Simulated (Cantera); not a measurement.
Input (Python, Cantera):

```python
import numpy as np
import cantera as ct

gas = ct.Solution("gri30.yaml")
gas.TPX = 948, 12000, {'H2': 1.4, 'O2': 1, 'N2': 10}
reactor = ct.IdealGasConstPressureReactor(gas, energy="off", clone=False)
net = ct.ReactorNet([reactor])
net.rtol, net.atol = 1e-08, 1e-18
show = ['H2', 'O2', 'NO2', 'HO2', 'N2O', 'H2O']
times = np.geomspace(5e-05, 3, 13)

steps = ct.SolutionArray(gas, extra=["t"])
rows = []
print(f"{'t/s':>10s}{'T/K':>9s}{'P/Pa':>11s}" + "".join(f"{s:>11s}" for s in show))
for t in times:
    while net.time < t:
        t_next = net.step()
        steps.append(gas.state, t=t_next)
    rows.append([np.interp(t, steps.t, y) for y in (steps.T, steps.P, *steps(*show).X.T)])
    print(f"{t:10.3e}{rows[-1][0]:9.1f}{rows[-1][1]:11.4g}" + "".join(f"{x:11.3e}" for x in rows[-1][2:]))
rate = np.gradient(steps.T, steps.t)
print("integrator steps:", len(steps.t))
if steps.T.max() > steps.T[0] + 200:
    print(f"time of steepest temperature rise: {steps.t[rate.argmax()]:.4e} s")
gas.TPX = 948, 12000, {'H2': 1.4, 'O2': 1, 'N2': 10}
gas.equilibrate("TP")
print(f"equilibrium (TP): T = {gas.T:.1f} K  " + "  ".join(f"{s} {gas[s].X[0]:.3e}" for s in show))
```

It prints:

```
       t/s      T/K       P/Pa         H2         O2        NO2        HO2        N2O        H2O
 5.000e-05    948.0    1.2e+04  1.129e-01  8.065e-02  3.049e-36  9.083e-12  1.749e-20  8.973e-13
 1.251e-04    948.0    1.2e+04  1.129e-01  8.065e-02  2.808e-34  2.369e-11  1.712e-19  8.179e-12
 3.128e-04    948.0    1.2e+04  1.129e-01  8.065e-02  3.135e-32  6.906e-11  1.921e-18  8.583e-11
 7.825e-04    948.0    1.2e+04  1.129e-01  8.065e-02  2.845e-29  4.327e-10  4.464e-17  1.967e-09
 1.957e-03    948.0    1.2e+04  1.129e-01  8.064e-02  1.742e-21  1.481e-07  2.278e-14  1.008e-06
 4.896e-03    948.0    1.2e+04  1.922e-02  3.858e-02  1.275e-11  6.584e-06  2.991e-09  8.604e-02
 1.225e-02    948.0    1.2e+04  1.227e-03  2.620e-02  4.636e-10  4.411e-06  7.056e-09  1.181e-01
 3.064e-02    948.0    1.2e+04  2.811e-04  2.576e-02  5.561e-09  2.662e-06  8.258e-09  1.193e-01
 7.663e-02    948.0    1.2e+04  7.338e-05  2.567e-02  2.096e-08  1.226e-06  8.804e-09  1.196e-01
 1.917e-01    948.0    1.2e+04  1.505e-05  2.565e-02  4.547e-08  3.488e-07  9.080e-09  1.196e-01
 4.795e-01    948.0    1.2e+04  2.145e-06  2.564e-02  5.857e-08  6.239e-08  9.210e-09  1.197e-01
 1.199e+00    948.0    1.2e+04  2.232e-07  2.564e-02  4.741e-08  1.010e-08  9.273e-09  1.197e-01
 3.000e+00    948.0    1.2e+04  2.343e-08  2.564e-02  2.826e-08  2.277e-09  9.310e-09  1.197e-01
integrator steps: 1571
equilibrium (TP): T = 948.0 K  H2 3.703e-11  O2 2.564e-02  NO2 5.960e-08  HO2 5.150e-11  N2O 1.965e-10  H2O 1.197e-01
```

Cantera simulation using GRI-Mech 3.0 (53 species, 325 reactions); the numbers are that mechanism's predictions, not measurements. Radical loss at walls, strong at low pressure, is not modelled. Below about 950 K walls govern HO2 and H2O2 in real vessels. The temperature is held fixed by assumption; the heat of reaction is taken as removed at once.
